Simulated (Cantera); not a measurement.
Input: 1 mol Si, 0.65 mol N2O, 120 mol H2, held at 13300 Pa.

Method: chemical equilibrium by Gibbs-energy minimisation in Cantera with the NASA 1993 tables (ideal gas, pure condensed phases). Candidate condensed phases: H2O, Si, SiO2, Si2N2O, Si3N4; 35 gas species. Mutual solubility and eutectic melting of coexisting phases are not modelled. The tables hold silica as quartz up to 1696 K and as liquid above; real silica turns to tridymite and cristobalite and melts near 1996 K. Gases not in the tables: Si2H6 and higher silanes. Rates play no part.

x: gas mole fraction; n: condensed amount in mol.

```
T (K)   x H2     x N2     x SiO       x H      x Si    x SiH2    x H2O  n SiO2(β-quartz)  n Si2N2O(s)  n Si(l)
-----  -----  -------  --------  --------  --------  --------  -------  ----------------  -----------  -------
1173   0.998  0.00166   3.49e-9   3.23e-7    <1e-12    <1e-12  1.89e-5            0.0985        0.451        0
1248   0.998  0.00166       ___       ___    <1e-12    <1e-12      ___            0.0981        0.451        0
1323   0.998  0.00165   1.25e-6   4.34e-6    <1e-12  1.79e-11  3.03e-5            0.0975        0.451        0
1398   0.998  0.00166   1.46e-5   1.29e-5  4.49e-12  2.80e-10  3.68e-5            0.0965        0.451        0
1473   0.998  0.00169  0.000131   3.46e-5  1.27e-10   3.25e-9  4.42e-5            0.0912        0.447        0
1548   0.997  0.00195  0.000909   8.42e-5   2.40e-9   2.74e-8  5.41e-5            0.0592        0.416        0
1623   0.995  0.00247   0.00246  0.000189   6.56e-8   3.60e-7  1.59e-5                 0        0.352        0
1698   0.995  0.00250   0.00250  0.000395   3.95e-6   1.11e-5  7.29e-7                 0        0.348        0
1773   0.988  0.00536   0.00536  0.000775   1.60e-5   2.44e-5  9.54e-7                 0            0    0.344
1848   0.988  0.00535   0.00535       ___       ___       ___      ___                 0            0    0.337
1923   0.987  0.00535   0.00535   0.00256  0.000127   6.64e-5  5.98e-7                 0            0    0.321
```

### Question
Complete the blanks.

### Answer

- 1848, x H: 0.00144
- 1848, x Si: 4.71e-5
- 1848, x SiH2: 4.11e-5
- 1848, x H2O: 7.48e-7
- 1248, x SiO: 7.92e-8
- 1248, x H: 1.28e-6
- 1248, x H2O: 2.43e-5
